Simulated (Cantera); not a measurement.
## Premixed flame

A freely propagating, adiabatic, planar premixed flame of 29.6 % H2, 14.8 % O2, 55.6 % N2, unburnt at 373 K and 500000 Pa; multicomponent transport, grid criteria slope 0.08 and curve 0.16, no radiation.

Model: the H2/O2 subset of GRI-Mech 3.0, which has no nitrogen chemistry, integrated in Cantera. The hydrogen kinetics of GRI-Mech 3.0 are dated; newer H2 mechanisms differ, most at raised pressure. Burning velocities carry a grid error of a few per cent, more on coarse grids.

```csv
z (mm),T (K),u (m/s),x H2,x O2,x OH,x H2O,x H2O2,x H
-0.152,373,2.78,0.296,0.148,<1e-8,<1e-8,<1e-8,<1e-8
-0.102,373,2.78,0.296,0.148,<1e-8,2.12e-7,<1e-8,<1e-8
-0.0761,373,2.78,0.295,0.148,<1e-8,2.11e-6,1.30e-8,<1e-8
-0.0508,375,2.78,0.293,0.149,<1e-8,3.70e-5,2.81e-7,<1e-8
-0.0254,442,3.18,0.265,0.152,1.47e-5,0.00404,4.15e-5,1.77e-6
-0.0127,794,5.47,0.212,0.143,0.000947,0.0406,0.000157,0.00130
0,1288,8.63,0.139,0.108,0.00272,0.121,5.09e-5,0.0103
0.0127,1626,10.8,0.0797,0.0640,0.00690,0.201,6.33e-6,0.0201
0.0254,1817,12.0,0.0505,0.0383,0.0111,0.244,3.54e-6,0.0225
0.0508,2006,13.2,0.0354,0.0231,0.0144,0.272,2.06e-6,0.0177
0.102,2168,14.1,0.0288,0.0173,0.0141,0.288,1.30e-6,0.0105
0.203,2292,14.8,0.0224,0.0132,0.0121,0.302,8.97e-7,0.00561
0.406,2376,15.2,0.0164,0.0102,0.00979,0.313,6.46e-7,0.00286
```
x: mole fraction of selected species; z is measured from the peak of heat release.

```yaml
laminar_burning_velocity: 278 cm/s
thermal_thickness: 0.0508 mm
peak x(OH): 0.0146
peak x(H2O2): 0.000157
peak x(H): 0.0225
grid_points: 110
```
